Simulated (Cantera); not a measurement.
Charge: 1 mol C₂F₆, 0.0082 mol CH₄, a varied amount of H₂, 0.12 mol HCl, equilibrated at 427 °C and 13.0 Pa.

Method: chemical equilibrium by Gibbs-energy minimisation in Cantera with the NASA 1993 tables (ideal gas, pure condensed phases). Candidate condensed phases: C, C₆H₆, C₇H₈, C₈H₁₈; 118 gas species. The feed counts by its element totals alone. Condensed phases not in the tables: fluorocarbon polymer. Gases not in the tables: C₂F₆ and larger saturated fluorocarbons. Rates play no part.

Q: What share of the C ends up in condensed phases as a function of n(H₂) (mol), at 0.075, 0.11, 0.16, 0.24, 0.36, 0.53, 0.79, 1.2, 1.7, 2.6, 3.8, 5.6, 8.3?

A: 
```tsv
n(H₂) (mol)	C condensed (%)	as
0.075	27.7	C(graphite)
0.11	28.5	C(graphite)
0.16	29.7	C(graphite)
0.24	31.7	C(graphite)
0.36	34.7	C(graphite)
0.53	38.9	C(graphite)
0.79	45.4	C(graphite)
1.2	55.6	C(graphite)
1.7	68.0	C(graphite)
2.6	90.4	C(graphite)
3.8	100.0	C(graphite)
5.6	100.0	C(graphite)
8.3	99.9	C(graphite)
```
